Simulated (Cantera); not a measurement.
Input: 1 mol Si, 0.12 mol CO₂, 140 mol H₂, held at 100 Torr.

Equilibrium computed with Cantera from the NASA thermochemical tables; the gas is ideal and each condensed phase is pure. Candidate condensed phases: C, C₆H₆, C₇H₈, C₈H₁₈, H₂O, Si, SiC, SiO₂; 123 gas species. Mutual solubility and eutectic melting of coexisting phases are not modelled. The tables hold silica as quartz up to 1696 K and as liquid above; real silica turns to tridymite and cristobalite and melts near 1996 K. Gases not in the tables: Si₂H₆ and higher silanes. Equilibrium is a limit: real reactors are often held back by kinetics, nucleation or transport.

x: gas mole fraction; n: condensed amount in mol.

```tsv
T (°C)	x H₂	x H	x SiO	x Si	x CO	n Si(s)	n SiC(s)	n SiO₂(β-quartz)	n Si(l)
1025	1.000	2.93e-6	5.44e-5	3.05e-10	…	0.757	0.119	0.116	0
1125	0.999	1.30e-5	0.000527	5.85e-9	…	0.725	0.118	0.0823	0
1225	0.998	4.70e-5	0.00167	7.53e-8	…	0.653	0.113	0	0
1325	0.998	0.000146	0.00165	7.01e-7	…	0.657	0.111	0	0
1425	0.998	0.000396	0.00162	4.93e-6	…	0	0.108	0	0.661
1525	0.997	0.000963	0.00155	2.31e-5	…	0	0.0972	0	0.676
1625	0.996	0.00214	0.00144	9.21e-5	…	0	0.0814	0	0.691
1725	0.993	0.00438	0.00129	0.000319	…	0	0.0596	0	0.684
1825	0.988	0.00838	0.00112	0.000980	…	0	0.0294	0	0.606
```

Task: Complete the blanks.

Result: 
- 1025, x CO: 6.35e-7
- 1125, x CO: 9.62e-6
- 1225, x CO: 4.48e-5
- 1325, x CO: 6.24e-5
- 1425, x CO: 8.61e-5
- 1525, x CO: 0.000160
- 1625, x CO: 0.000269
- 1725, x CO: 0.000413
- 1825, x CO: 0.000581
